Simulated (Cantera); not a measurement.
Reactions in the system B-F-H-N

Standard-state values (1 bar) from the NASA 1993 polynomials, evaluated with Cantera. Values are per mole of reaction as written; species without (g) are pure solids or liquids, kept so even where they would boil at 1 bar.

BN + NF₃(g) + 6 H(g) → BF₃(g) + 2 NH₃(g)

```json
[
 {"T (K)": "748", "ΔH° (kJ)": "-2186.9", "ΔS° (J/K)": "-394.0", "ΔG° (kJ)": "-1892.2", "log10 K": "132.13"},
 {"T (K)": "773", "ΔH° (kJ)": "-2188.6", "ΔS° (J/K)": "-396.3", "ΔG° (kJ)": "-1882.3", "log10 K": "127.19"},
 {"T (K)": "798", "ΔH° (kJ)": "-2190.3", "ΔS° (J/K)": "-398.5", "ΔG° (kJ)": "-1872.3", "log10 K": "122.56"},
 {"T (K)": "823", "ΔH° (kJ)": "-2192.0", "ΔS° (J/K)": "-400.6", "ΔG° (kJ)": "-1862.3", "log10 K": "118.20"},
 {"T (K)": "848", "ΔH° (kJ)": "-2193.7", "ΔS° (J/K)": "-402.6", "ΔG° (kJ)": "-1852.3", "log10 K": "114.09"},
 {"T (K)": "873", "ΔH° (kJ)": "-2195.3", "ΔS° (J/K)": "-404.5", "ΔG° (kJ)": "-1842.2", "log10 K": "110.22"},
 {"T (K)": "898", "ΔH° (kJ)": "-2196.9", "ΔS° (J/K)": "-406.3", "ΔG° (kJ)": "-1832.1", "log10 K": "106.57"},
 {"T (K)": "923", "ΔH° (kJ)": "-2198.5", "ΔS° (J/K)": "-408.1", "ΔG° (kJ)": "-1821.9", "log10 K": "103.10"},
 {"T (K)": "948", "ΔH° (kJ)": "-2200.1", "ΔS° (J/K)": "-409.7", "ΔG° (kJ)": "-1811.7", "log10 K": "99.82"},
 {"T (K)": "973", "ΔH° (kJ)": "-2201.7", "ΔS° (J/K)": "-411.4", "ΔG° (kJ)": "-1801.4", "log10 K": "96.71"},
 {"T (K)": "998", "ΔH° (kJ)": "-2203.2", "ΔS° (J/K)": "-412.9", "ΔG° (kJ)": "-1791.1", "log10 K": "93.74"}
]
```
